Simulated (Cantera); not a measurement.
A Cantera script and its output.

```python
import numpy as np
import cantera as ct

gas = ct.Solution("h2o2.yaml")


def delay(T, t_max=10):
    gas.TPX = T, 3400000, {'H2': 1, 'O2': 0.417, 'N2': 2.79}
    reactor = ct.IdealGasConstPressureReactor(gas, clone=False)
    net = ct.ReactorNet([reactor])
    net.rtol, net.atol = 1e-8, 1e-16
    while net.time < t_max:
        t_old, T_old = net.time, reactor.T
        net.step()
        if reactor.T > T + 400:  # ignition: a rise of 400 K
            return t_old + (T + 400 - T_old) / (reactor.T - T_old) * (net.time - t_old)
    return np.nan


taus = []
for T in [925, 975, 1025, 1075, 1125, 1175, 1225]:
    taus.append(delay(T))
    print(f"T0 = {T:6g} K   tau = {taus[-1]:.4e} s")

# d ln(tau) / d ln(k), from doubling and halving each rate constant
T, sens = 1075, []
for i in range(gas.n_reactions):
    gas.set_multiplier(2.0, i)
    up = delay(T)
    gas.set_multiplier(0.5, i)
    down = delay(T)
    gas.set_multiplier(1.0, i)
    sens.append((np.log(up / down) / np.log(4.0), gas.reaction(i).equation))
sens.sort(key=lambda x: -abs(x[0]))
print(f"sensitivities at {T} K")
for s, eq in sens[:10]:
    print(f"{s:8.3f}  {eq}")
```

It prints:

```
T0 =    925 K   tau = 3.2522e-02 s
T0 =    975 K   tau = 9.6902e-03 s
T0 =   1025 K   tau = 3.2634e-03 s
T0 =   1075 K   tau = 1.2104e-03 s
T0 =   1125 K   tau = 4.8339e-04 s
T0 =   1175 K   tau = 2.0355e-04 s
T0 =   1225 K   tau = 8.8502e-05 s
sensitivities at 1075 K
  -0.565  H + H2O2 <=> H2 + HO2
  -0.529  2 OH (+M) <=> H2O2 (+M)
  -0.244  H + O2 <=> O + OH
   0.151  2 HO2 <=> H2O2 + O2
   0.113  H + O2 + N2 <=> HO2 + N2
   0.062  H + O2 + M <=> HO2 + M
  -0.032  H + HO2 <=> 2 OH
   0.028  2 HO2 <=> H2O2 + O2
  -0.027  H2 + OH <=> H + H2O
  -0.024  H + HO2 <=> H2 + O2
```

Model: the H2/O2 subset of GRI-Mech 3.0, which has no nitrogen chemistry, integrated in Cantera. The hydrogen kinetics of GRI-Mech 3.0 are dated; newer H2 mechanisms differ, most at raised pressure. The pressure lies above the range GRI-Mech 3.0 was tuned for (to about 10 atm). Below about 950 K walls govern HO2 and H2O2 in real vessels.
